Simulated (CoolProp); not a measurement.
Vapour-liquid equilibrium of R13 (1) + propylene (2) at 1120 kPa; x and y are mole fractions of (1).

Values from CoolProp's multi-fluid Helmholtz-energy mixture model, Platzer 1990 and Lemmon 2013; pair parameters Bell 2016. This equation is an older, rougher fit; its heat capacities, sound speeds and derivatives of the liquid may be far off and weren't checked against measurements.

Problem. Give the bubble temperature and the first vapour's composition at x = 0.35, 0.65, 0.8. Is there an azeotrope?

Solution. x = 0.35: 269.7 K, y = 0.625; x = 0.65: 259.8 K, y = 0.815; x = 0.8: 256.3 K, y = 0.890. No azeotrope shows between x = 0.05 and 0.95.

The pair parameters rest on a limited set of measurements; away from them the model extrapolates.
